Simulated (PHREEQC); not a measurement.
Dissolve 0.19 mol/kgw NaHCO3, 0.087 mol/kgw NaF and 0.0014 mol/kgw KCl at 15 °C. Closed to the air; pH follows from the charge balance.

The numbers come from PHREEQC with the ion-association model, wateq4f.dat.

This is a speciation only: nothing precipitates in the calculation.

### Question
Order these Na species by the share of Na that they hold, largest first: NaCO3-, NaF, NaHCO3, Na+.

### Answer
Na+ (93 %), NaHCO3 (4.5 %), NaF (2.1 %), NaCO3- (0.50 %)

The pH is 8.01 and the ionic strength 0.260 mol/kgw.
